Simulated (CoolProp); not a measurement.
Properties of 1,2-dichloroethane along the isobar 248 bar.

Values from CoolProp's reference Helmholtz-energy equation of state, Thol 2015.

```tsv
T (K)	phase	isothermal compressibility (1/MPa)	fugacity coefficient
342.3	liquid	0.0008897	0.005126
356.6	liquid	0.0009859	0.007994
370.9	liquid	0.001095	0.01195
385.3	liquid	0.001221	0.01725
399.6	liquid	0.001363	0.02402
414	liquid	0.001526	0.03255
428.3	liquid	0.001711	0.04287
442.6	liquid	0.001922	0.05516
457	liquid	0.002166	0.06960
471.3	liquid	0.002443	0.08603
485.7	liquid	0.002763	0.1047
500	liquid	0.003129	0.1252
```
